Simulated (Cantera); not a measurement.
Feed: 1 mol Ti(NMe₂)₄, 0.18 mol H₂O, 68 mol H₂, equilibrated at 0.100 bar.

Method: chemical equilibrium by Gibbs-energy minimisation in Cantera with the NASA 1993 tables (ideal gas, pure condensed phases). Candidate condensed phases: C, C₆H₆, C₇H₈, C₈H₁₈, H₂O, Ti, TiC, TiN, TiO, TiO₂, Ti₂O₃, Ti₃O₅, Ti₄O₇; 139 gas species. The feed counts by its element totals alone. TiC: taken at fixed stoichiometry. Kinetics and transport are ignored. All values below are at 1752 °C.

Base state: H₂ 0.965, N₂ 0.0229, H 0.00598, HCN 0.00242, CO 0.00218, C₂H₂ (acetylene) 0.000874, HNC 0.000144, CH₄ 3.71e-5 (mole fractions); condensed: C(graphite) + TiC(s).

Question: What changes in the equilibrium state with this change: Ti(NMe₂)₄ replaced by Ti(OiPr)₄?

Answer: 
```csv
species,before,after
H₂,0.965,0.945
CO,0.00218,0.0483
H,0.00598,0.00592
N₂,0.0229,0
HCN,0.00242,0
HNC,0.000144,0
CH₄,3.71e-5,3.55e-5
C₂H₂ (acetylene),0.000874,0.000855
"C(graphite), mol",6.46,6.67
"TiC(s), mol",1.000,1.000
```
